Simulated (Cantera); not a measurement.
Charge: 1 mol CO, 1.8 mol CO2, held at 1950 °C and 22.0 mbar.

Cantera equilibrium calculation (NASA polynomials, part measured and part estimated; ideal gas, pure solids and liquids). Candidate condensed phases: C; 12 gas species. Kinetics and transport are ignored.

Base state: CO2 0.623, CO 0.369, O2 0.00645, O 0.00169 (mole fractions); condensed: gas only.

Q: What changes in the equilibrium state with this change: 0.88 mol O2 added?

A: 
```csv
species,before,after
CO2,0.623,0.747
O2,0.00645,0.155
CO,0.369,0.0903
O,0.00169,0.00829
```

Q: What changes in the equilibrium state with this change: temperature from 1950 °C to 702 °C?

A: 
```tsv
species	before	after
CO2	0.623	0.643
CO	0.369	0.357
O2	0.00645	<1e-9
O	0.00169	<1e-9
```
